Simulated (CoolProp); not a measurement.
A closed Brayton cycle with carbon dioxide: compressor inlet 329.15 K and 9.3 MPa, high pressure 23.4 MPa, turbine inlet 845 K, compressor efficiency 0.89, turbine efficiency 0.85, recuperator effectiveness 0 (on enthalpy, no pinch check). Each further row changes one setting.

The numbers come from the reference Helmholtz-energy equation of state, Span 1996 in CoolProp.

```tsv
case	thermal efficiency (%)	net work (kJ/kg)	compressor to turbine work	compressor exit (K)	turbine exit (K)
as stated	12.7	74.8	0.37	401.7	738.3
turbine inlet 795 K	12.7	66.9	0.39	401.7	692.0
compressor inlet 339.15 K	12.3	68.7	0.42	?	738.3
high pressure 19.9 MPa	?	64.3	?	388.8	756.6
recuperator effectiveness 0.5	19.0	74.8	0.37	401.7	738.3
```

### Question
What belongs in the gaps?

### Answer

- compressor inlet 339.15 K, compressor exit (K): 418.6
- high pressure 19.9 MPa, thermal efficiency (%): 10.7
- high pressure 19.9 MPa, compressor to turbine work: 0.35
